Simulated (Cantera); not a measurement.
A freely propagating, adiabatic, planar premixed flame of H2 : O2 : N2 = 1 : 0.333 : 1.25 (molar parts), equivalence ratio 1.5, unburnt at 375 K and 1.01 bar; mixture-averaged transport, grid criteria slope 0.08 and curve 0.16, no radiation.

Model: the H2/O2 subset of GRI-Mech 3.0, which has no nitrogen chemistry, integrated in Cantera. Burning velocities carry a grid error of a few per cent, more on coarse grids.

### Question
What does this change do: O2 0.333 to 0.42 parts?

### Answer
```tsv
quantity	before	after
laminar burning velocity	429 cm/s	477 cm/s
thermal thickness	0.358 mm	0.357 mm
peak x(H2O2)	8.27e-5	9.42e-5
peak x(H)	0.0767	0.0765
peak x(OH)	0.00899	0.0194
peak x(HO2)	0.000467	0.000541
```

### Question
What does this change do: inlet temperature 375 to 400 K?

### Answer
| quantity | before | after |
|---|---|---|
| laminar burning velocity | 429 cm/s | 472 cm/s |
| thermal thickness | 0.358 mm | 0.371 mm |
| peak x(H2O2) | 8.27e-5 | 6.87e-5 |
| peak x(H) | 0.0767 | 0.0784 |
| peak x(OH) | 0.00899 | 0.00930 |
| peak x(HO2) | 0.000467 | 0.000447 |
